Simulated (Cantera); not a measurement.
Gas mixture: N2O : N2 = 0.067 : 0.55 (molar parts), at 0.434 atm, frozen composition.

Cantera's kinetic-theory transport with the Lennard-Jones parameters of GRI-Mech 3.0, ideal gas; thermal conductivity in the multicomponent form. The composition is frozen, though it would react at the higher temperatures.

D: mixture-averaged diffusion coefficient of that species in the mixture.

```tsv
T (K)	ρ (kg/m³)	cp (J/kg/K)	μ (µPa s)	λ (mW/m/K)	Pr	D (cm²/s) H	D (cm²/s) N2	D (cm²/s) H2O
400	0.394	1034	22.0	32.0	0.710	4.57	0.607	0.878
550	0.286	1067	27.6	41.4	0.711	7.95	1.06	1.60
700	0.225	1104	___	___	0.711	___	___	___
850	0.185	1146	37.1	59.8	0.712	16.7	2.25	3.50
1000	0.157	1183	41.4	68.8	0.712	21.9	2.96	4.66
1150	0.137	1210	45.4	___	0.712	___	___	___
1300	0.121	1233	49.2	85.1	0.712	34.0	4.59	7.33
1450	0.109	1252	52.8	92.9	0.712	40.8	5.51	8.83
1600	0.0984	1269	56.3	100	0.712	48.0	6.50	10.4
```

Q: Some entries are withheld; supply them.

A: 
- 700, μ (µPa s): 32.6
- 700, λ (mW/m/K): 50.6
- 700, D (cm²/s) H: 12.0
- 700, D (cm²/s) N2: 1.61
- 700, D (cm²/s) H2O: 2.48
- 1150, λ (mW/m/K): 77.1
- 1150, D (cm²/s) H: 27.7
- 1150, D (cm²/s) N2: 3.74
- 1150, D (cm²/s) H2O: 5.94
